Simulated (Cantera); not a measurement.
Thermodynamics of fluorocarbon and chlorocarbon gases, feed CH3F + H2

Input: 1 mol CH3F, 0.19 mol H2, equilibrated at 1.00 Torr.

Method: chemical equilibrium by Gibbs-energy minimisation in Cantera with the NASA 1993 tables (ideal gas, pure condensed phases). Candidate condensed phases: C, C6H6, C7H8, C8H18; 110 gas species. Ions and electrons are included (thermal ionisation). The numbers say what is thermodynamically allowed, not how fast it happens.

From 3000 K to 5000 K nothing is condensed. The main C-bearing gas is C3 at 3000 K and C at 5000 K.

| T (K) | log p H | log p HF | log p F | log p C | log p C3 | log p H2 | log p C2 |
|---|---|---|---|---|---|---|---|
| 3000 | -3.09 | -3.54 | -4.27 | -4.48 | -4.05 | -4.57 | -4.86 |
| 3500 | -3.07 | -4.41 | -3.66 | -3.70 | -5.04 | -5.69 | -4.83 |
| 4000 | -3.08 | -5.48 | -3.61 | -3.61 | -7.29 | -6.56 | -5.80 |
| 4500 | -3.08 | -6.34 | -3.61 | -3.61 | -9.23 | -7.23 | -6.68 |
| 5000 | -3.08 | -7.04 | -3.61 | -3.61 | -10.79 | -7.77 | -7.39 |
log p: log10 of the partial pressure in bar; nothing condenses.
